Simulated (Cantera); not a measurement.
A Cantera script and what it prints.

```python
import numpy as np
import cantera as ct

gas_names = """
    H HO2 H2 H2O H2O2 O OH O2 O3 P PH PH3 PO PO2 P2 P4 P4O10
""".split()
cond_names = """
    H2O(s) H2O(L) P(cr) P(L) P4O10(s)
""".split()


# ... load() reads the species with a 1 bar reference pressure and builds the phases ...
atoms = {
    'PH3': {'P': 1, 'H': 3},
    'O2': {'O': 2},
    'H2': {'H': 2},
}
top_T = {'P4O10(s)': 690}  # K; cautious upper limits of use, not melting points


# ... equilibrate(T, P, feed) seeds the gas with the atoms and calls Mixture.equilibrate('TP', solver="vcs", rtol=1e-11, max_steps=5000) ...
results = []
T = 2300  # K
P = 13000  # Pa
for m in [0.12, 0.37, 0.62, 0.88, 1.1, 1.4, 1.6, 1.9, 2.1, 2.4, 2.6, 2.9, 3.1]:
    feed = {'PH3': 1, 'O2': m, 'H2': 19}  # mol
    mix = equilibrate(T, P, feed)
    results.append((T, P, feed, dict(zip(mix.species_names, mix.species_moles))))
    x = sorted(zip(gas.X, gas.species_names), reverse=True)
    print(f"T = {T:g} K  P = {P:g} Pa  n(O2) = {m:g} mol  gas = {mix.phase_moles(0):.4g} mol")
    print("   x: " + "  ".join(f"{s} {v:.3e}" for v, s in x if v > 0.0001))
    print("   condensed (mol): " + ("  ".join(f"{mix.phase(i).name} {mix.phase_moles(i):.4g}"
          for i in range(1, mix.n_phases) if mix.phase_moles(i) > 1e-12) or "none"))
```

Output:

```
T = 2300 K  P = 13000 Pa  n(O2) = 0.12 mol  gas = 21.34 mol
   x: H2 9.409e-01  H 2.604e-02  P2 2.039e-02  H2O 6.569e-03  PO 4.576e-03  P 1.157e-03  PH 3.010e-04
   condensed (mol): none
T = 2300 K  P = 13000 Pa  n(O2) = 0.37 mol  gas = 21.43 mol
   x: H2 9.227e-01  H 2.578e-02  H2O 2.073e-02  P2 1.600e-02  PO 1.305e-02  P 1.024e-03  PO2 3.263e-04  PH 2.640e-04
   condensed (mol): none
T = 2300 K  P = 13000 Pa  n(O2) = 0.62 mol  gas = 21.51 mol
   x: H2 9.044e-01  H2O 3.569e-02  H 2.553e-02  PO 2.003e-02  P2 1.223e-02  P 8.956e-04  PO2 8.799e-04  PH 2.285e-04  OH 1.624e-04
   condensed (mol): none
T = 2300 K  P = 13000 Pa  n(O2) = 0.88 mol  gas = 21.58 mol
   x: H2 8.849e-01  H2O 5.224e-02  PO 2.570e-02  H 2.525e-02  P2 8.995e-03  PO2 1.689e-03  P 7.682e-04  OH 2.402e-04  PH 1.939e-04
   condensed (mol): none
T = 2300 K  P = 13000 Pa  n(O2) = 1.1 mol  gas = 21.62 mol
   x: H2 8.681e-01  H2O 6.711e-02  PO 2.927e-02  H 2.501e-02  P2 6.807e-03  PO2 2.519e-03  P 6.682e-04  OH 3.116e-04  PH 1.670e-04
   condensed (mol): none
T = 2300 K  P = 13000 Pa  n(O2) = 1.4 mol  gas = 21.67 mol
   x: H2 8.447e-01  H2O 8.864e-02  PO 3.253e-02  H 2.467e-02  P2 4.563e-03  PO2 3.800e-03  P 5.471e-04  OH 4.172e-04  PH 1.349e-04
   condensed (mol): none
T = 2300 K  P = 13000 Pa  n(O2) = 1.6 mol  gas = 21.69 mol
   x: H2 8.287e-01  H2O 1.037e-01  PO 3.384e-02  H 2.443e-02  PO2 4.715e-03  P2 3.471e-03  OH 4.929e-04  P 4.771e-04  PH 1.165e-04
   condensed (mol): none
T = 2300 K  P = 13000 Pa  n(O2) = 1.9 mol  gas = 21.72 mol
   x: H2 8.043e-01  H2O 1.273e-01  PO 3.483e-02  H 2.407e-02  PO2 6.134e-03  P2 2.300e-03  OH 6.138e-04  P 3.885e-04
   condensed (mol): none
T = 2300 K  P = 13000 Pa  n(O2) = 2.1 mol  gas = 21.73 mol
   x: H2 7.878e-01  H2O 1.434e-01  PO 3.500e-02  H 2.382e-02  PO2 7.092e-03  P2 1.755e-03  OH 6.990e-04  P 3.393e-04
   condensed (mol): none
T = 2300 K  P = 13000 Pa  n(O2) = 2.4 mol  gas = 21.74 mol
   x: H2 7.628e-01  H2O 1.681e-01  PO 3.477e-02  H 2.344e-02  PO2 8.530e-03  P2 1.181e-03  OH 8.328e-04  P 2.783e-04
   condensed (mol): none
T = 2300 K  P = 13000 Pa  n(O2) = 2.6 mol  gas = 21.74 mol
   x: H2 7.459e-01  H2O 1.849e-01  PO 3.438e-02  H 2.318e-02  PO2 9.485e-03  OH 9.260e-04  P2 9.134e-04  P 2.448e-04
   condensed (mol): none
T = 2300 K  P = 13000 Pa  n(O2) = 2.9 mol  gas = 21.75 mol
   x: H2 7.205e-01  H2O 2.102e-01  PO 3.357e-02  H 2.278e-02  PO2 1.090e-02  OH 1.071e-03  P2 6.285e-04  P 2.031e-04
   condensed (mol): none
T = 2300 K  P = 13000 Pa  n(O2) = 3.1 mol  gas = 21.75 mol
   x: H2 7.035e-01  H2O 2.273e-01  PO 3.293e-02  H 2.251e-02  PO2 1.184e-02  OH 1.172e-03  P2 4.933e-04  P 1.799e-04
   condensed (mol): none
```

These are equilibrium values from Cantera (NASA tables, ideal gas, pure condensed phases), not measurements of a reactor. Gases not in the tables: HPO2, HPO3 and P4O6.
